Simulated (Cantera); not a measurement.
An isothermal, constant-pressure homogeneous reactor starts with 62.9 % CH4, 19.5 % CO2, 17.6 % H2, at 1500 K and 9.87 atm.

Detailed kinetics in Cantera: GRI-Mech 3.0 (53 species, 325 reactions). GRI-Mech 3.0 stops at C3 and has no aromatics, soot or wall deposition, so with more carbon than oxygen in the feed, carbon stays in small species such as C2H2 where larger ones or solid carbon would form.

x: mole fraction; the columns are a selection and need not sum to one.

| t (s) | x CH4 | x CO2 | x H2 | x C2H | x C2H6 |
|---|---|---|---|---|---|
| 2.00e-6 | 0.629 | 0.195 | 0.176 | <1e-12 | ___ |
| 1.10e-5 | 0.629 | 0.195 | 0.176 | <1e-12 | ___ |
| 6.03e-5 | 0.629 | 0.195 | 0.176 | <1e-12 | ___ |
| 0.000331 | 0.628 | 0.195 | 0.177 | <1e-12 | ___ |
| 0.00182 | 0.622 | 0.194 | 0.179 | 1.33e-12 | 0.00107 |
| 0.0100 | 0.591 | 0.187 | 0.199 | 5.33e-11 | 0.00110 |
| 0.0549 | 0.463 | 0.146 | 0.270 | 4.32e-10 | ___ |
| 0.302 | 0.322 | 0.0412 | 0.291 | 1.06e-9 | 0.00115 |
| 1.66 | 0.311 | 0.0227 | 0.306 | 8.91e-10 | 0.00107 |
| 9.10 | 0.298 | 0.0133 | 0.363 | 4.51e-10 | ___ |
| 50.0 | 0.266 | 0.00262 | 0.431 | 1.98e-10 | ___ |

Task: Complete the blanks.

Result: 
- 2.00e-6, x C2H6: 1.28e-8
- 1.10e-5, x C2H6: 1.85e-6
- 6.03e-5, x C2H6: 6.17e-5
- 0.000331, x C2H6: 0.000394
- 0.0549, x C2H6: 0.00101
- 9.10, x C2H6: 0.000829
- 50.0, x C2H6: 0.000558
